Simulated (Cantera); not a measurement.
A perfectly stirred reactor is fed with CH₄ : O₂ : N₂ = 1 : 3.51 : 13.2 (molar parts), at 1000000 Pa; it is adiabatic with a 673 K inlet, and is followed from long to short residence time, starting on the burning branch (τ in s: 0.094, 0.034, 0.012, 0.0044, 0.0016, 0.00057, 0.0002, 7.3e-05, 2.6e-05, 9.5e-06).

Model: GRI-Mech 3.0 (53 species, 325 reactions), integrated in Cantera.

### Question
What does this change do: pressure from 1000000 Pa to 101000 Pa?

### Answer
| quantity | before | after |
|---|---|---|
| blow-out, bracketed by the residence times tried | burning at 73.0 µs, out at 26.0 µs | burning at 0.200 ms, out at 73.0 µs |
| x(CH₄) at τ = 94.0 ms | 2.18e-6 | 7.04e-6 |
| x(O₂) at τ = 94.0 ms | 0.0851 | 0.0849 |
| x(CH₂) at τ = 94.0 ms | 4.47e-9 | 3.86e-8 |
| x(C₂H₄) at τ = 94.0 ms | 1.62e-10 | 5.14e-10 |
| x(H₂O₂) at τ = 94.0 ms | 1.49e-7 | 6.35e-8 |
| x(CH₄) at τ = 0.570 ms | 0.000131 | 0.000228 |
| x(O₂) at τ = 0.570 ms | 0.0863 | 0.0876 |
| x(CH₂) at τ = 0.570 ms | 5.58e-7 | 1.67e-6 |
| x(C₂H₄) at τ = 0.570 ms | 2.42e-7 | 4.89e-8 |
| x(H₂O₂) at τ = 0.570 ms | 5.79e-7 | 4.06e-7 |
